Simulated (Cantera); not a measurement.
What does this Cantera script print?

```python
import numpy as np
import cantera as ct

gas = ct.Solution("gri30.yaml")
gas.TPX = 1773, 55000, {'CH3OH': 1, 'O2': 3.49, 'N2': 13.1, 'H2O': 0.66}
reactor = ct.IdealGasConstPressureReactor(gas, energy="on", clone=False)
net = ct.ReactorNet([reactor])
net.rtol, net.atol = 1e-08, 1e-16
show = ['CH3OH', 'O2', 'H2O', 'CO2', 'HO2']
times = np.geomspace(3e-06, 0.6, 16)

steps = ct.SolutionArray(gas, extra=["t"])
rows = []
print(f"{'t/s':>10s}{'T/K':>9s}{'P/Pa':>11s}" + "".join(f"{s:>11s}" for s in show))
for t in times:
    while net.time < t:
        t_next = net.step()
        steps.append(gas.state, t=t_next)
    rows.append([np.interp(t, steps.t, y) for y in (steps.T, steps.P, *steps(*show).X.T)])
    print(f"{t:10.3e}{rows[-1][0]:9.1f}{rows[-1][1]:11.4g}" + "".join(f"{x:11.3e}" for x in rows[-1][2:]))
rate = np.gradient(steps.T, steps.t)
print("integrator steps:", len(steps.t))
if steps.T.max() > steps.T[0] + 200:
    print(f"time of steepest temperature rise: {steps.t[rate.argmax()]:.4e} s")
gas.TPX = 1773, 55000, {'CH3OH': 1, 'O2': 3.49, 'N2': 13.1, 'H2O': 0.66}
gas.equilibrate("HP")
print(f"equilibrium (HP): T = {gas.T:.1f} K  " + "  ".join(f"{s} {gas[s].X[0]:.3e}" for s in show))
```

Result:

```
       t/s      T/K       P/Pa      CH3OH         O2        H2O        CO2        HO2
 3.000e-06   1772.7    5.5e+04  5.439e-02  1.910e-01  3.634e-02  1.079e-05  1.620e-04
 6.769e-06   1772.6    5.5e+04  5.366e-02  1.904e-01  3.665e-02  2.506e-05  4.434e-04
 1.527e-05   1775.4    5.5e+04  5.069e-02  1.885e-01  3.814e-02  5.804e-05  1.180e-03
 3.446e-05   1814.0    5.5e+04  3.577e-02  1.789e-01  4.936e-02  1.966e-04  2.321e-03
 7.776e-05   2111.5    5.5e+04  1.023e-12  1.140e-01  1.162e-01  1.407e-02  7.553e-06
 1.754e-04   2233.8    5.5e+04  1.801e-18  1.028e-01  1.140e-01  3.691e-02  6.155e-06
 3.959e-04   2366.8    5.5e+04  7.324e-19  1.029e-01  1.212e-01  4.090e-02  5.546e-06
 8.932e-04   2465.4    5.5e+04  3.561e-19  1.030e-01  1.268e-01  4.473e-02  7.108e-06
 2.015e-03   2489.1    5.5e+04  3.156e-19  1.027e-01  1.283e-01  4.583e-02  7.909e-06
 4.547e-03   2487.8    5.5e+04  3.112e-19  1.020e-01  1.284e-01  4.590e-02  7.855e-06
 1.026e-02   2484.2    5.5e+04  3.038e-19  1.007e-01  1.286e-01  4.598e-02  7.711e-06
 2.315e-02   2478.8    5.5e+04  2.931e-19  9.866e-02  1.288e-01  4.611e-02  7.497e-06
 5.223e-02   2474.4    5.5e+04  2.847e-19  9.706e-02  1.291e-01  4.621e-02  7.327e-06
 1.179e-01   2473.4    5.5e+04  2.827e-19  9.669e-02  1.291e-01  4.624e-02  7.288e-06
 2.659e-01   2473.4    5.5e+04  2.827e-19  9.668e-02  1.291e-01  4.624e-02  7.288e-06
 6.000e-01   2473.4    5.5e+04  2.827e-19  9.668e-02  1.291e-01  4.624e-02  7.288e-06
integrator steps: 1625
time of steepest temperature rise: 6.3648e-05 s
equilibrium (HP): T = 2473.4 K  CH3OH 2.906e-19  O2 9.668e-02  H2O 1.291e-01  CO2 4.624e-02  HO2 7.288e-06
```

Detailed kinetics in Cantera: GRI-Mech 3.0 (53 species, 325 reactions). GRI-Mech 3.0 was tuned for natural gas; its chemistry of methanol as a main component is partial and can be far from experiment.
